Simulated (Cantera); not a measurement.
Gas-phase reforming

A perfectly stirred reactor is fed with 26.3 % CH4, 73.7 % H2O, at 37000 Pa; it is held at 1500 K, and followed from long to short residence time.

Model: GRI-Mech 3.0 (53 species, 325 reactions), integrated in Cantera.

| τ (s) | x CH4 | x H2O | x CO2 | x CO | x HCO | x H |
|---|---|---|---|---|---|---|
| 0.43 | 0.170 | 0.675 | 0.00127 | 0.00340 | 3.63e-10 | 5.86e-6 |
| 0.15 | 0.211 | 0.706 | 0.000179 | 0.00107 | 4.59e-10 | 3.36e-6 |
| 0.055 | 0.239 | 0.724 | 2.06e-5 | 0.000303 | 5.10e-10 | 1.68e-6 |
| 0.020 | 0.254 | 0.733 | 1.81e-6 | 7.36e-5 | 4.29e-10 | 6.85e-7 |
| 0.0071 | 0.260 | 0.736 | 8.90e-8 | 1.20e-5 | 2.09e-10 | 2.49e-7 |
| 0.0026 | 0.262 | 0.737 | 2.13e-9 | 1.07e-6 | 5.11e-11 | 1.15e-7 |
| 0.00092 | 0.263 | 0.737 | 2.19e-11 | 4.82e-8 | 6.40e-12 | 7.46e-8 |
| 0.00033 | 0.263 | 0.737 | <1e-12 | 1.24e-9 | <1e-12 | 6.11e-8 |
| 0.00012 | 0.263 | 0.737 | <1e-12 | 1.63e-11 | <1e-12 | 5.69e-8 |
x: mole fraction; the columns are a selection and need not sum to one.
